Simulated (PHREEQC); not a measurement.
0.79 g of hydrous ferric oxide (600 m²/g; 0.2 weak and 0.005 strong sites per Fe, Dzombak-Morel constants, diffuse double layer) in 1 kg of water with 0.001 mol/kgw of an inert sodium salt and 2.5e-06 mol Na2HAsO4 and 7.8e-05 mol NiCl2, at 25 °C; the pH is set by adding NaOH or the inert anion's acid. O2 is buffered at 0.21 atm. CO2 from the air is kept out. Nothing may precipitate in this run.

The numbers come from PHREEQC with the ion-association model, wateq4f.dat.

```json
[
 {"pH": "4", "As sorbed (%)": "100.0", "Ni sorbed (%)": "0.0", "surface charge σ (C/m²)": "0.132", "surface potential ψ (mV)": "206"},
 {"pH": "4.5", "As sorbed (%)": "100.0", "Ni sorbed (%)": "0.1", "surface charge σ (C/m²)": "0.088", "surface potential ψ (mV)": "188"},
 {"pH": "5", "As sorbed (%)": "100.0", "Ni sorbed (%)": "1.0", "surface charge σ (C/m²)": "0.056", "surface potential ψ (mV)": "167"},
 {"pH": "5.5", "As sorbed (%)": "100.0", "Ni sorbed (%)": "6.8", "surface charge σ (C/m²)": "0.035", "surface potential ψ (mV)": "144"},
 {"pH": "6", "As sorbed (%)": "100.0", "Ni sorbed (%)": "28.1", "surface charge σ (C/m²)": "0.021", "surface potential ψ (mV)": "119"},
 {"pH": "6.5", "As sorbed (%)": "100.0", "Ni sorbed (%)": "58.3", "surface charge σ (C/m²)": "0.012", "surface potential ψ (mV)": "94"},
 {"pH": "7", "As sorbed (%)": "100.0", "Ni sorbed (%)": "86.9", "surface charge σ (C/m²)": "0.007", "surface potential ψ (mV)": "67"},
 {"pH": "7.5", "As sorbed (%)": "100.0", "Ni sorbed (%)": "98.2", "surface charge σ (C/m²)": "0.003", "surface potential ψ (mV)": "39"},
 {"pH": "8", "As sorbed (%)": "100.0", "Ni sorbed (%)": "99.8", "surface charge σ (C/m²)": "0.001", "surface potential ψ (mV)": "11"},
 {"pH": "8.5", "As sorbed (%)": "100.0", "Ni sorbed (%)": "100.0", "surface charge σ (C/m²)": "-0.001", "surface potential ψ (mV)": "-18"},
 {"pH": "9", "As sorbed (%)": "99.8", "Ni sorbed (%)": "100.0", "surface charge σ (C/m²)": "-0.004", "surface potential ψ (mV)": "-47"},
 {"pH": "9.5", "As sorbed (%)": "97.9", "Ni sorbed (%)": "100.0", "surface charge σ (C/m²)": "-0.008", "surface potential ψ (mV)": "-75"},
 {"pH": "10", "As sorbed (%)": "85.6", "Ni sorbed (%)": "100.0", "surface charge σ (C/m²)": "-0.015", "surface potential ψ (mV)": "-103"},
 {"pH": "10.5", "As sorbed (%)": "46.3", "Ni sorbed (%)": "100.0", "surface charge σ (C/m²)": "-0.028", "surface potential ψ (mV)": "-128"},
 {"pH": "11", "As sorbed (%)": "13.7", "Ni sorbed (%)": "100.0", "surface charge σ (C/m²)": "-0.053", "surface potential ψ (mV)": "-150"},
 {"pH": "11.5", "As sorbed (%)": "3.9", "Ni sorbed (%)": "100.0", "surface charge σ (C/m²)": "-0.103", "surface potential ψ (mV)": "-166"},
 {"pH": "12", "As sorbed (%)": "1.4", "Ni sorbed (%)": "100.0", "surface charge σ (C/m²)": "-0.190", "surface potential ψ (mV)": "-172"}
]
```

The database has no arsenate complexes of Ni.
